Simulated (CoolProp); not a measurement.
The fluid at 534.76 K and 5.37 MPa flows at 7.8 m/s in a round tube of 6 mm bore and 15 µm roughness, fully developed (64/Re and Nu = 3.66 if laminar; Colebrook and Gnielinski if turbulent). The same conditions are run with several fluids, on thermodynamics alone (safety and materials aside).

Model: reference Helmholtz-energy equation of state of each fluid (sulfur hexafluoride: Guder 2009; normal hydrogen: Leachman 2009; ethane: Bücker 2006; n-butane: Bücker 2006; n-pentane: Thol 2019), in CoolProp.

```csv
fluid,Reynolds number,Darcy friction factor,pressure drop (Pa/m),heat-transfer coefficient (W/(m² K)),mass flow (kg/h)
sulfur hexafluoride,313000,0.0254,23900,4970,?
normal hydrogen,8370,0.0357,?,1330,1.90
ethane,?,0.0263,5060,3120,?
n-butane,284000,0.0254,11700,7620,72.3
n-pentane,602000,0.0251,?,16700,120
```

### Question
Some entries are withheld; supply them.

### Answer

- sulfur hexafluoride, mass flow (kg/h): 148
- normal hydrogen, pressure drop (Pa/m): 432
- ethane, Reynolds number: 106000
- ethane, mass flow (kg/h): 30.2
- n-pentane, pressure drop (Pa/m): 19300

Transport values come from each fluid's own correlations; those of n-pentane are estimates that may be off by 10 % or more.
